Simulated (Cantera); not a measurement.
**BN + H₂ + N₂ (nitride etching)**

Feed: 1 mol BN, 210 mol H₂, 4.1 mol N₂, at 1850 K.

Cantera equilibrium calculation (NASA polynomials, part measured and part estimated; ideal gas, pure solids and liquids). Candidate condensed phases: B, BN; 15 gas species. The tables' values for BH₂ are old estimates; treat these amounts as uncertain. Kinetics and transport are ignored.

| P (Pa) | x H₂ | x H | x N₂ | x B | x BH₂ | x BH | n B(s) | n BN(s) |
|---|---|---|---|---|---|---|---|---|
| 1 | 0.824 | 0.155 | 0.0198 | 0.000894 | 0.000152 | 1.07e-5 | 0.754 | 0 |
| 10 | 0.927 | 0.0519 | 0.0209 | 8.94e-5 | 0.000171 | 3.58e-6 | 0.942 | 0 |
| 100 | 0.964 | 0.0167 | 0.0191 | 6.62e-6 | 0.000131 | 8.54e-7 | 0 | 0.970 |
| 1000 | 0.976 | 0.00532 | 0.0191 | 2.09e-7 | 4.20e-5 | 8.57e-8 | 0 | 0.991 |
| 10000 | 0.979 | 0.00169 | 0.0191 | 6.60e-9 | 1.33e-5 | 8.59e-9 | 0 | 0.997 |
| 100000 | 0.980 | 0.000533 | 0.0191 | 2.09e-10 | 4.21e-6 | 8.59e-10 | 0 | 0.999 |
x: gas mole fraction; n: condensed amount in mol.

From 0.00750 Torr to 0.0750 Torr the condensed part is B(s). From 0.750 Torr to 750 Torr the condensed part is BN(s). The share of B in condensed phases is highest at 750 Torr (99.9 %) and lowest at 0.00750 Torr (75.4 %).
